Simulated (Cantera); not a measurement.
Input: 1 mol MgO, 0.67 mol C, 0.07 mol CO, at 627 °C and 20.0 Pa.

Method: chemical equilibrium by Gibbs-energy minimisation in Cantera with the NASA 1993 tables (ideal gas, pure condensed phases). Candidate condensed phases: C, Mg, MgCO3, MgO; 15 gas species. Equilibrium is a limit: real reactors are often held back by kinetics, nucleation or transport.

Base state: CO 0.999, CO2 0.00111 (mole fractions); condensed: C(graphite) + MgO(s).

**Question.** What changes in the equilibrium state with this change: 0.023 mol CH4 added?

**Answer.** 
```csv
species,before,after
CO,0.999,0.603
H2,0,0.397
CO2,0.00111,0.000406
H2O,0,0.000116
"C(graphite), mol",0.670,0.693
"MgO(s), mol",1.00,1.00
```
Further candidate phases: C6H6, C7H8, C8H18, H2O, Mg(OH)2.

**Question.** What changes in the equilibrium state with this change: temperature from 627 °C to 927 °C?

**Answer.** 
| species | before | after |
|---|---|---|
| CO | 0.999 | 1.000 |
| Mg | <1e-9 | 5.56e-5 |
| CO2 | 0.00111 | 3.78e-6 |
| C(graphite), mol | 0.670 | 0.670 |
| MgO(s), mol | 1.00 | 1.000 |
